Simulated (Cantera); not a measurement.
Cantera run:

```python
import numpy as np
import cantera as ct

gas_names = """
    H H2 N NH NH2 NH3 N2 N2H2 N2H4 Si SiH SiH2 SiH3 SiH4 SiN Si2 Si2N Si3
""".split()
cond_names = """
    Si(cr) Si(L) Si3N4(a)
""".split()


def load(file, names, dense=False):
    # The tables refer to 1 bar. Condensed volumes are neglected.
    table = {s.name: s for s in ct.Species.list_from_file(file)}
    out = []
    for n in names:
        d = dict(table[n].input_data)
        d["thermo"] = dict(d["thermo"], **{"reference-pressure": 1e5})
        if dense:
            d["equation-of-state"] = {"model": "constant-volume", "density": "1e6 g/cm^3"}
        out.append(ct.Species.from_dict(d))
    return out


gas = ct.Solution(thermo="ideal-gas", species=load("nasa_gas.yaml", gas_names))
cond = {s.name: ct.Solution(thermo="fixed-stoichiometry", species=[s], name=s.name)
        for s in load("nasa_condensed.yaml", cond_names, dense=True)}
atoms = {
    'trisilylamine': {'Si': 3, 'N': 1, 'H': 9},
    'NH3': {'N': 1, 'H': 3},
    'N2': {'N': 2},
}
top_T = {'Si3N4(a)': 2400}  # K; cautious upper limits of use, not melting points


def equilibrate(T, P, feed):
    n = {}
    for name, mol in feed.items():
        for a, k in atoms[name].items():
            n[a] = n.get(a, 0.0) + k * mol
    gas.TPX = T, P, n
    mass = sum(n.values()) * gas.mean_molecular_weight
    gas.equilibrate("TP")
    valid = [c for c in cond.values() if c.min_temp <= T <= top_T.get(c.name, c.max_temp)]
    mix = ct.Mixture([(gas, mass / gas.mean_molecular_weight)] + [(c, 0.0) for c in valid])
    mix.T, mix.P = T, P
    mix.equilibrate("TP", solver="vcs", rtol=1e-11, max_steps=5000)
    return mix


results = []
feed = {'trisilylamine': 1, 'NH3': 0.87, 'N2': 5.2}  # mol
T = 1698  # K
P = 52000  # Pa
mix = equilibrate(T, P, feed)
results.append((T, P, feed, dict(zip(mix.species_names, mix.species_moles))))
print(gas.report(threshold=0.0001))
for i in range(1, mix.n_phases):
    print(f"{mix.phase(i).name:16s} {mix.phase_moles(i):12.5e} mol")
```

Result:

```
       temperature   1698 K
          pressure   52000 Pa
           density   0.047257 kg/m^3
  mean mol. weight   12.83 kg/kmol
   phase of matter   gas

                          1 kg             1 kmol
                     ---------------   ---------------
          enthalpy        3.4205e+06        4.3886e+07  J
   internal energy        2.3202e+06        2.9768e+07  J
           entropy             17175        2.2035e+05  J/K
    Gibbs function       -2.5742e+07       -3.3027e+08  J
 heat capacity c_p            2653.6             34046  J/K
 heat capacity c_v            2005.5             25731  J/K

                      mass frac. Y      mole frac. X     chem. pot. / RT
                     ---------------   ---------------   ---------------
                 H        1.2038e-05        0.00015323           -10.082
                H2          0.091744           0.58388           -20.163
                N2           0.90824           0.41596           -27.933
     [  +15 minor]        8.2262e-06        5.8817e-06

Si(L)             0.00000e+00 mol
Si3N4(a)          9.99999e-01 mol
```

Cantera equilibrium calculation (NASA polynomials, part measured and part estimated; ideal gas, pure solids and liquids). The feed counts by its element totals alone.
